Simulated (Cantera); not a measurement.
Feed: 1 mol CsOH, a varied amount of H2O, equilibrated at 1673 K and 0.100 bar.

Equilibrium computed with Cantera from the NASA thermochemical tables; the gas is ideal and each condensed phase is pure. Candidate condensed phases: Cs, CsOH, H2O; 15 gas species. Equilibrium is a limit: real reactors are often held back by kinetics, nucleation or transport.

Problem. At 0.039 mol H2O, list the 4 most abundant gas species with their mole fractions, and the condensed phases.

Solution. CsOH 0.918, H2O 0.0497, Cs 0.0258, O2 0.00639. Condensed: gas only.
